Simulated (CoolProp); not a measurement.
Dimethyl carbonate along the isotherm 418.3 K: Z from the reference equation and from simpler models built on Tc = 557.0 K, pc = 49.09 bar, ω = 0.346; each cubic takes its own stable root.

Model: reference Helmholtz-energy equation of state, Zhou 2011, in CoolProp.

```tsv
p (bar)	phase	reference
24.5	liquid	0.07085
49.1	liquid	0.1411
73.6	liquid	0.2102
98.2	liquid	0.2789
123	liquid	0.3475
147	liquid	0.4133
172	liquid	0.4812
196	liquid	0.5458
221	liquid	0.6127
245	liquid	0.6764
```

Q: How far does each simpler model (Redlich-Kwong, Soave-Redlich-Kwong, Peng-Robinson) lie from the reference over these 10 states: mean and median of the absolute difference, and the worst?

A: 
- Redlich-Kwong: mean 15.6 %, median 15.2 %, worst +18.8 % at 418.3 K and 24.5 bar
- Soave-Redlich-Kwong: mean 10.9 %, median 10.7 %, worst +12.2 % at 418.3 K and 24.5 bar
- Peng-Robinson: mean 1.6 %, median 1.7 %, worst -2.1 % at 418.3 K and 245 bar
